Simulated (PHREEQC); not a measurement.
1 kg of water holding 88 mmol/kgw NaCl and 77 mmol/kgw MgSO4 is evaporated at 75 °C; the solids stay in contact with the brine. The system is closed to CO2. Solids allowed: Bischofite, Bloedite, Brucite, Epsomite, Halite, Hexahydrite, Kieserite, Mirabilite, Thenardite, MgCl2_4H2O. Others were left out.

Equilibrium calculation in PHREEQC: Pitzer model, pitzer.dat.

**Question.** Predict ionic strength, water activity at water left (kg) = 0.375, 0.0293.

**Answer.** 
| water left (kg) | ionic strength | water activity |
|---|---|---|
| 0.375 | 1.06 | 0.988 |
| 0.0293 | 13.5 | 0.780 |

Species that the database lacks are ignored. Away from 25 °C the constants follow the database's enthalpies or fits; those with neither stay at their 25 °C values.
